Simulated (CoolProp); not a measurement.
The fluid at 265.82 K and 3.29 MPa (liquid) is heated at constant pressure to 318.2 K. The same conditions are run with several fluids, on thermodynamics alone (safety and materials aside).

Model: reference Helmholtz-energy equation of state of each fluid (propane: Lemmon 2009; chloromethane (R40): Thol 2014; carbonyl sulfide: Lemmon 2006; R124: de Vries 1995; R365MFC: Lemmon 2016), in CoolProp.

```csv
fluid,heat (kJ/kg),final density (kg/m³)
propane,…,…
chloromethane (R40),…,…
carbonyl sulfide,69.6,935
R124,…,…
R365MFC,…,…
```

Task: What belongs in the gaps?

Result: 
- propane, heat (kJ/kg): 137
- propane, final density (kg/m³): 466
- chloromethane (R40), heat (kJ/kg): 84.0
- chloromethane (R40), final density (kg/m³): 876
- R124, heat (kJ/kg): 58.1
- R124, final density (kg/m³): 1300
- R365MFC, heat (kJ/kg): 71.2
- R365MFC, final density (kg/m³): 1220
